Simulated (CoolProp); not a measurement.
Vapour-liquid equilibrium of CHF3 (R23) (1) + R134a (2) at 5.28 bar; x and y are mole fractions of (1).

Model: multi-fluid Helmholtz-energy mixture model, Penoncello 2003 and Tillner-Roth 1994; pair parameters Bell 2016, in CoolProp.

| x | bubble temperature (K) | y at the bubble point | dew temperature at overall composition x (K) | liquid density (mol/L) |
|---|---|---|---|---|
| 0.05 | 283.6 | 0.219 | 289.1 | 12.48 |
| 0.15 | 271.5 | 0.520 | (withheld) | 13.21 |
| 0.25 | (withheld) | 0.698 | (withheld) | 13.89 |
| 0.35 | 253.8 | 0.806 | 278.8 | 14.54 |
| 0.45 | (withheld) | 0.873 | 274.7 | 15.18 |
| 0.55 | 241.9 | 0.918 | 270.0 | 15.81 |
| 0.65 | (withheld) | 0.948 | (withheld) | 16.43 |
| 0.75 | 233.4 | 0.969 | 258.2 | 17.06 |
| 0.85 | 230.0 | (withheld) | 249.8 | 17.69 |
| 0.95 | (withheld) | 0.996 | 237.0 | 18.32 |

### Question
Fill in the missing entries.

### Answer

- 0.15, dew temperature at overall composition x (K): 285.9
- 0.25, bubble temperature (K): 261.7
- 0.25, dew temperature at overall composition x (K): 282.5
- 0.45, bubble temperature (K): 247.3
- 0.65, bubble temperature (K): 237.3
- 0.65, dew temperature at overall composition x (K): 264.7
- 0.85, y at the bubble point: 0.984
- 0.95, bubble temperature (K): 226.9

No azeotrope shows between x = 0.05 and 0.95.

The pair parameters rest on a limited set of measurements; away from them the model extrapolates.
